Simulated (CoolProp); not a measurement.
Vapour-liquid equilibrium of n-octane (1) + m-xylene (2) at 0.052 MPa; x and y are mole fractions of (1).

Values from CoolProp's multi-fluid Helmholtz-energy mixture model, Beckmüller 2019 and Zhou 2012; pair parameters Bell 2016.

### Question
Give the bubble temperature and the first vapour's composition at x = 0.05, 0.425, 0.95. Is there an azeotrope?

### Answer
x = 0.05: 388.0 K, y = 0.077; x = 0.425: 382.2 K, y = 0.524; x = 0.95: 376.8 K, y = 0.962. No azeotrope shows between x = 0.05 and 0.95.

Pair parameters are fitted to limited data, so mixtures are less certain than the pure fluids.
